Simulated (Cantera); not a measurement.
## Silicon epitaxy and polysilicon growth: Si3H8 + H2

Feed: 1 mol Si3H8, 4.8 mol H2, equilibrated at 0.133 bar.

Cantera equilibrium calculation (NASA polynomials, part measured and part estimated; ideal gas, pure solids and liquids). Candidate condensed phases: Si; 9 gas species. The feed counts by its element totals alone. Gases not in the tables: Si2H6 and higher silanes. The numbers say what is thermodynamically allowed, not how fast it happens.

From 1250 K to 1650 K the condensed part is Si(s). From 1700 K to 1750 K the condensed part is Si(l). The main Si-bearing gas is SiH4 at 1250 K and SiH2 at 1750 K.

| T (K) | x H2 | x H | x SiH2 | x Si | x SiH | x SiH4 | n Si(s) | n Si(l) |
|---|---|---|---|---|---|---|---|---|
| 1250 | 1.000 | 1.32e-6 | 3.13e-8 | 6.23e-11 | 2.51e-10 | 9.49e-8 | 3.00 | 0 |
| 1300 | 1.000 | 3.03e-6 | 7.65e-8 | 3.25e-10 | 9.84e-10 | 1.03e-7 | 3.00 | 0 |
| 1350 | 1.000 | 6.53e-6 | 1.75e-7 | 1.50e-9 | 3.48e-9 | 1.12e-7 | 3.00 | 0 |
| 1400 | 1.000 | 1.33e-5 | 3.77e-7 | 6.17e-9 | 1.13e-8 | 1.20e-7 | 3.00 | 0 |
| 1450 | 1.000 | 2.59e-5 | 7.69e-7 | 2.31e-8 | 3.35e-8 | 1.28e-7 | 3.00 | 0 |
| 1500 | 1.000 | 4.82e-5 | 1.50e-6 | 7.89e-8 | 9.25e-8 | 1.37e-7 | 3.00 | 0 |
| 1550 | 1.000 | 8.63e-5 | 2.79e-6 | 2.49e-7 | 2.39e-7 | 1.45e-7 | 3.00 | 0 |
| 1600 | 1.000 | 0.000149 | 5.00e-6 | 7.31e-7 | 5.82e-7 | 1.54e-7 | 3.00 | 0 |
| 1650 | 1.000 | 0.000249 | 8.65e-6 | 2.01e-6 | 1.34e-6 | 1.62e-7 | 3.00 | 0 |
| 1700 | 1.000 | 0.000403 | 1.42e-5 | 5.09e-6 | 2.87e-6 | 1.67e-7 | 0 | 3.00 |
| 1750 | 0.999 | 0.000637 | 2.08e-5 | 1.13e-5 | 5.44e-6 | 1.58e-7 | 0 | 3.00 |
x: gas mole fraction; n: condensed amount in mol.
